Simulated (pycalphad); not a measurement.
# Phase fractions of Hf-0.2452B (wt.%)

Computed with pycalphad from the COST 507 light-alloy database (1999), at 1 atm. The database dates from 1999; later assessments differ in places, in temperatures and in the compounds included. Amounts are mole fractions of atoms. Diffusion is slow at the low end, where real alloys seldom reach equilibrium.

| T (K) | LIQUID | BCC_A2 | BM | HCP_A3 |
|---|---|---|---|---|
| 2500 | 1.000 | - | - | - |
| 2300 | 0.350 | 0.650 | - | - |
| 2100 | - | 0.937 | 0.063 | - |
| 1900 | - | - | 0.058 | 0.942 |
| 1700 | - | - | 0.066 | 0.934 |
| 1500 | - | - | 0.072 | 0.928 |
| 1300 | - | - | 0.075 | 0.925 |
| 1100 | - | - | 0.077 | 0.923 |
| 900 | - | - | 0.078 | 0.922 |
| 700 | - | - | 0.078 | 0.922 |
| 500 | - | - | 0.078 | 0.922 |

Database names, with the compositions (at.%) that they take in these runs: BM: Hf 50 B 50. BCC_A2 is bcc; HCP_A3 is hcp.
